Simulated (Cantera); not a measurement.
Input (Python, Cantera) and output of one run.

```python
import numpy as np
import cantera as ct

gas_names = """
    C CN CO CO2 C2 CCN CNC C2N2 C2O C3 C3O2 C4 C4N2 C5 N NCO NO NO2 NO3 N2 N2O O O2 O3 Si SiC SiC2 SiN
    SiO SiO2 Si2 Si2C Si2N Si3
""".split()
cond_names = """
    C(gr) Si(cr) Si(L) SiC(b) SiO2(Lqz) SiO2(hqz) SiO2(L) Si2N2O(s) Si3N4(a)
""".split()


# ... load() reads the species with a 1 bar reference pressure and builds the phases ...
atoms = {
    'SiO2': {'Si': 1, 'O': 2},
    'CO': {'C': 1, 'O': 1},
    'N2': {'N': 2},
}
top_T = {'C(gr)': 4500, 'SiC(b)': 3050, 'Si2N2O(s)': 2100, 'Si3N4(a)': 2400}  # K; cautious upper limits of use, not melting points


# ... equilibrate(T, P, feed) seeds the gas with the atoms and calls Mixture.equilibrate('TP', solver="vcs", rtol=1e-11, max_steps=5000) ...
results = []
T = 1223  # K
P = 1333.22  # Pa
for m in [1.6, 2, 2.6, 3.2, 4.1, 5.1, 6.5, 8.1, 10]:
    feed = {'SiO2': 1, 'CO': m, 'N2': 1.8}  # mol
    mix = equilibrate(T, P, feed)
    results.append((T, P, feed, dict(zip(mix.species_names, mix.species_moles))))
    x = sorted(zip(gas.X, gas.species_names), reverse=True)
    print(f"T = {T:g} K  P = {P:g} Pa  n(CO) = {m:g} mol  gas = {mix.phase_moles(0):.4g} mol")
    print("   x: " + "  ".join(f"{s} {v:.3e}" for v, s in x if v > 0.001))
    print("   condensed (mol): " + ("  ".join(f"{mix.phase(i).name} {mix.phase_moles(i):.4g}"
          for i in range(1, mix.n_phases) if mix.phase_moles(i) > 1e-12) or "none"))
```

It prints:

```
T = 1223 K  P = 1333.22 Pa  n(CO) = 1.6 mol  gas = 3.4 mol
   x: N2 5.294e-01  CO 4.705e-01
   condensed (mol): C(gr) 0.0001379  SiO2(hqz) 1
T = 1223 K  P = 1333.22 Pa  n(CO) = 2 mol  gas = 3.8 mol
   x: CO 5.262e-01  N2 4.737e-01
   condensed (mol): C(gr) 0.0001928  SiO2(hqz) 1
T = 1223 K  P = 1333.22 Pa  n(CO) = 2.6 mol  gas = 4.4 mol
   x: CO 5.908e-01  N2 4.091e-01
   condensed (mol): C(gr) 0.0002815  SiO2(hqz) 1
T = 1223 K  P = 1333.22 Pa  n(CO) = 3.2 mol  gas = 5 mol
   x: CO 6.399e-01  N2 3.600e-01
   condensed (mol): C(gr) 0.0003753  SiO2(hqz) 1
T = 1223 K  P = 1333.22 Pa  n(CO) = 4.1 mol  gas = 5.899 mol
   x: CO 6.948e-01  N2 3.051e-01
   condensed (mol): C(gr) 0.0005221  SiO2(hqz) 1
T = 1223 K  P = 1333.22 Pa  n(CO) = 5.1 mol  gas = 6.899 mol
   x: CO 7.390e-01  N2 2.609e-01
   condensed (mol): C(gr) 0.0006908  SiO2(hqz) 1
T = 1223 K  P = 1333.22 Pa  n(CO) = 6.5 mol  gas = 8.299 mol
   x: CO 7.830e-01  N2 2.169e-01
   condensed (mol): C(gr) 0.0009329  SiO2(hqz) 1
T = 1223 K  P = 1333.22 Pa  n(CO) = 8.1 mol  gas = 9.899 mol
   x: CO 8.180e-01  N2 1.818e-01
   condensed (mol): C(gr) 0.001215  SiO2(hqz) 1
T = 1223 K  P = 1333.22 Pa  n(CO) = 10 mol  gas = 11.8 mol
   x: CO 8.473e-01  N2 1.526e-01
   condensed (mol): C(gr) 0.001553  SiO2(hqz) 1
```

These are equilibrium values from Cantera (NASA tables, ideal gas, pure condensed phases), not measurements of a reactor. The tables hold silica as quartz up to 1696 K and as liquid above; real silica turns to tridymite and cristobalite and melts near 1996 K.
